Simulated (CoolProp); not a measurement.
Computed with CoolProp (reference Helmholtz-energy equation of state, Akasaka 2015).

Question: For R245fa, give the phase and the cp (kJ/(kg K)), speed of sound (m/s), isothermal compressibility (1/MPa), fugacity coefficient at 350.2 K and 3830 kPa; 363.1 K and 3830 kPa; 401.5 K and 3830 kPa.

Answer: 
- 350.2 K and 3830 kPa: liquid; cp 1.44, speed of sound 495, isothermal compressibility 0.00487, fugacity coefficient 0.185
- 363.1 K and 3830 kPa: liquid; cp 1.49, speed of sound 444, isothermal compressibility 0.00636, fugacity coefficient 0.244
- 401.5 K and 3830 kPa: liquid; cp 1.74, speed of sound 276, isothermal compressibility 0.0210, fugacity coefficient 0.467
